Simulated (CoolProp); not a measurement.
Computed with CoolProp (reference Helmholtz-energy equation of state, Lemmon 2006). It is a short technical equation, of lower accuracy than the large ones.

**Question.** Give the vapour pressure (kPa), vapour density (kg/m³), liquid viscosity (µPa s), liquid conductivity (mW/(m K)) of saturated C3F8 (R218) at 248.7, 259.1 K.

**Answer.** 
```json
[
 {"T (K)": "248.7", "p (kPa)": "171", "vapour density (kg/m³)": "16.9", "liquid viscosity (µPa s)": "357", "liquid conductivity (mW/(m K))": "58.7"},
 {"T (K)": "259.1", "p (kPa)": "255", "vapour density (kg/m³)": "24.8", "liquid viscosity (µPa s)": "303", "liquid conductivity (mW/(m K))": "55.8"}
]
```

Viscosity comes from a separate model (Huber 2003), an estimate that may be off by 10 % or more. Thermal conductivity comes from a separate model (Huber 2003), an estimate that may be off by 10 % or more.
